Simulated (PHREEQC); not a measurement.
PHREEQC input (ion-association model, wateq4f.dat):

```
SOLUTION_MASTER_SPECIES
  An  An-  0  An  62.0  # stands for a non-complexing anion
SOLUTION_SPECIES
  An- = An-
    -log_k 0
    -gamma 3.0 0
PHASES
  Fix_H+
    H+ = H+
    -log_k 0
SOLUTION 1
  temp 25
  units mmol/kgw
  pH 7 charge
  Cl 0.00152
  Mn(2) 0.00034
  Ba 0.00042
  Na 5
  An 5
END
SELECTED_OUTPUT 1
  -reset false
  -pH true
  -pe true
  -ionic_strength true
  -water true
  -totals Ba Cl Mn Na Mn(2) Mn(3) Mn(6) Mn(7)
  -molalities Hfo_wOH Hfo_wOH2+ Hfo_wO- Hfo_sOH Hfo_sOH2+ Hfo_sO- Hfo_sOMn+ Hfo_wOMn+ Hfo_sOHBa+2 Hfo_wOBa+
  -saturation_indices Pyrochroite Halite
USER_PUNCH 1
  -headings sigma psi
  10 PUNCH EDL("sigma", "Hfo"), EDL("psi", "Hfo")
PRINT
  -reset false
USE solution 1
SURFACE 1
  Hfo_wOH 0.000141573 600 0.063
  Hfo_sOH 3.53933e-06
EQUILIBRIUM_PHASES 1
  Fix_H+ -4 HAn 10
    -force_equality true
END
# ... the last block is repeated for the other 12 points of pH, with NaOH or the acid as the point needs
```

Selected output (columns that matter, 13 of 13 rows; pH added in front):

```
pH	mu	Ba	Mn	Na	m_Hfo_wOH	m_Hfo_wOH2+	m_Hfo_wO-	m_Hfo_sOH	m_Hfo_sOH2+	m_Hfo_sO-	si_Pyrochroite	si_Halite	sigma	psi
4	0.0051452	4.2e-07	3.4e-07	0.005	6.8795e-05	7.1256e-05	1.5216e-06	1.7199e-06	1.7814e-06	3.8039e-08	-13.797	-9.768	0.18246	0.19372
4.67	0.0050479	4.2e-07	3.3999e-07	0.005	8.9614e-05	4.8137e-05	3.8218e-06	2.2403e-06	1.2034e-06	9.5546e-08	-12.456	-9.7674	0.11595	0.17095
5.33	0.0050208	4.2e-07	3.398e-07	0.005	0.00010118	3.3357e-05	7.0313e-06	2.5295e-06	8.3388e-07	1.7577e-07	-11.136	-9.7672	0.068884	0.14445
6	0.0050107	4.1997e-07	3.3672e-07	0.005	0.00010634	2.4787e-05	1.045e-05	2.656e-06	6.1913e-07	2.6102e-07	-9.7996	-9.7672	0.037522	0.11372
6.67	0.005006	4.1951e-07	2.9004e-07	0.005	0.00010809	2.0286e-05	1.3194e-05	2.665e-06	5.0015e-07	3.253e-07	-8.5244	-9.7671	0.01868	0.079659
7.33	0.0050031	4.1272e-07	8.5148e-08	0.005	0.00010858	1.7893e-05	1.5094e-05	2.52e-06	4.1528e-07	3.5033e-07	-7.7368	-9.7671	0.0079973	0.043957
8	0.0050027	3.213e-07	5.8678e-09	0.0050015	0.00010867	1.6392e-05	1.6503e-05	2.3937e-06	3.6108e-07	3.6352e-07	-7.5592	-9.767	0.0010678	0.0065936
8.67	0.0050077	6.8239e-08	3.2667e-10	0.0050085	0.00010856	1.4978e-05	1.8024e-05	2.1942e-06	3.0275e-07	3.6431e-07	-7.4769	-9.7664	-0.0052703	-0.03075
9.33	0.0050274	4.9086e-09	1.8494e-11	0.0050302	0.00010816	1.3399e-05	2.0001e-05	2.1379e-06	2.6485e-07	3.9535e-07	-7.4188	-9.7646	-0.014201	-0.067025
10	0.0051156	3.3171e-10	1.1913e-12	0.0051214	0.00010683	1.1033e-05	2.3697e-05	2.1083e-06	2.1774e-07	4.6766e-07	-7.3337	-9.7574	-0.029958	-0.10198
10.67	0.0055203	3.009e-11	1.2992e-13	0.0055317	0.0001026	7.7186e-06	3.1242e-05	2.0248e-06	1.5233e-07	6.1657e-07	-7.1786	-9.7262	-0.058225	-0.13348
11.33	0.0073684	5.0754e-12	3.6945e-14	0.0073899	9.0272e-05	3.9432e-06	4.7343e-05	1.7821e-06	7.7844e-08	9.3462e-07	-6.8871	-9.61	-0.10997	-0.15856
12	0.016452	3.3544e-12	5.4395e-14	0.016493	5.698e-05	8.8877e-07	8.3686e-05	1.1264e-06	1.7569e-08	1.6543e-06	-6.2409	-9.2944	-0.21254	-0.17173
```

Complexes and solids missing from the database can't appear.
